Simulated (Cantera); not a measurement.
Charge: 1 mol Si, 0.18 mol CO, 6 mol N2, 1.6 mol NH3, held at 1025 °C and 0.100 bar.

Method: chemical equilibrium by Gibbs-energy minimisation in Cantera with the NASA 1993 tables (ideal gas, pure condensed phases). Candidate condensed phases: C, C6H6, C7H8, C8H18, H2O, Si, SiC, SiO2, Si2N2O, Si3N4; 151 gas species. Mutual solubility and eutectic melting of coexisting phases are not modelled. Equilibrium is a limit: real reactors are often held back by kinetics, nucleation or transport.

Base state: N2 0.721, H2 0.279, HCN 9.11e-5, CH4 6.21e-5 (mole fractions); condensed: C(graphite) + Si2N2O(s) + Si3N4(s).

What changes in the equilibrium state with this change: temperature from 1025 °C to 1550 °C?


| species | before | after |
|---|---|---|
| N2 | 0.721 | 0.719 |
| H2 | 0.279 | 0.274 |
| CO | 6.21e-6 | 0.00319 |
| SiO | <1e-9 | 0.00264 |
| Si | <1e-9 | 1.40e-5 |
| H | 1.79e-6 | 0.000717 |
| CH4 | 6.21e-5 | 4.53e-7 |
| C(graphite), mol | 0.179 | 0 |
| Si2N2O(s), mol | 0.180 | 0.129 |
| Si3N4(s), mol | 0.213 | 0.190 |
| SiC(s), mol | 0 | 0.150 |

What changes in the equilibrium state with this change: temperature from 1025 °C to 1577 °C?


```csv
species,before,after
N2,0.721,0.717
H2,0.279,0.273
SiO,<1e-9,0.00457
CO,6.21e-6,0.00369
Si,<1e-9,2.70e-5
H,1.79e-6,0.000890
CH4,6.21e-5,3.51e-7
HNC,7.21e-7,1.05e-5
HCN,9.11e-5,0.000247
"C(graphite), mol",0.179,0
"Si2N2O(s), mol",0.180,0.108
"Si3N4(s), mol",0.213,0.200
"SiC(s), mol",0,0.145
```
